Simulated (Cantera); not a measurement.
Charge: 1 mol SiO2, 0.29 mol Al2O3, 18 mol H2, equilibrated at 2500 K and 2700 Pa.

These are equilibrium values from Cantera (NASA tables, ideal gas, pure condensed phases), not measurements of a reactor. Candidate condensed phases: Al, Al2O3, Al2SiO5, Al6Si2O13, H2O, Si, SiO2; 28 gas species. The tables' values for AlOH, SiO2 are old estimates; treat these amounts as uncertain. Kinetics and transport are ignored.

Base state: H2 0.765, H 0.134, SiO 0.0490, H2O 0.0486, OH 0.00176, Al 0.000696, AlOH 0.000393, O 0.000203 (mole fractions); condensed: Al2O3(l).

Q: What changes in the equilibrium state with this change: pressure from 2700 Pa to 101000 Pa?

A: 
| species | before | after |
|---|---|---|
| H2 | 0.765 | 0.872 |
| SiO | 0.0490 | 0.0520 |
| H2O | 0.0486 | 0.0518 |
| H | 0.134 | 0.0233 |
| AlOH | 0.000393 | 7.09e-5 |
| O | 0.000203 | 5.05e-6 |
| AlO | 0.000179 | 4.93e-6 |
| Al | 0.000696 | 2.05e-5 |
| Al2O | 0.000132 | 4.02e-6 |
| Al2O3(l), mol | 0.273 | 0.289 |
Gases not in the tables: Al(OH)3.

Q: What changes in the equilibrium state with this change: temperature from 2500 K to 1275 K?

A: 
```tsv
species	before	after
H2	0.765	1.000
H2O	0.0486	5.38e-6
SiO	0.0490	5.38e-6
H	0.134	4.49e-6
Al	0.000696	<1e-9
OH	0.00176	<1e-9
AlOH	0.000393	<1e-9
Al2O3(l), mol	0.273	0
Al6Si2O13(mullite), mol	0	0.0967
SiO2(β-quartz), mol	0	0.807
```
Mutual solubility and eutectic melting of coexisting phases are not modelled. The tables hold silica as quartz up to 1696 K and as liquid above; real silica turns to tridymite and cristobalite and melts near 1996 K. Condensed phases not in the tables: alloys, solid solutions and most ternary compounds.
